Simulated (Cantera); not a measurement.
A perfectly stirred reactor is fed with CO : O₂ : H₂O : N₂ = 0.0075 : 0.087 : 0.051 : 1 (molar parts), equivalence ratio 0.043, at 1000000 Pa; it is held at 1375 K, and followed from long to short residence time.

Model: GRI-Mech 3.0 (53 species, 325 reactions), integrated in Cantera.

Problem. What does this change do: N2 1 to 0.44 parts?

Solution. 
```csv
quantity,before,after
x(CO) at τ = 4.30 s,6.45e-6,8.59e-6
x(O₂) at τ = 4.30 s,0.0729,0.143
x(H₂O) at τ = 4.30 s,0.0447,0.0877
x(NO) at τ = 4.30 s,4.99e-8,5.12e-8
x(CO₂) at τ = 4.30 s,0.00656,0.0129
x(CO) at τ = 24.0 ms,0.000427,0.000868
x(O₂) at τ = 24.0 ms,0.0731,0.143
x(H₂O) at τ = 24.0 ms,0.0446,0.0876
x(NO) at τ = 24.0 ms,2.00e-8,8.50e-9
x(CO₂) at τ = 24.0 ms,0.00614,0.0120
```
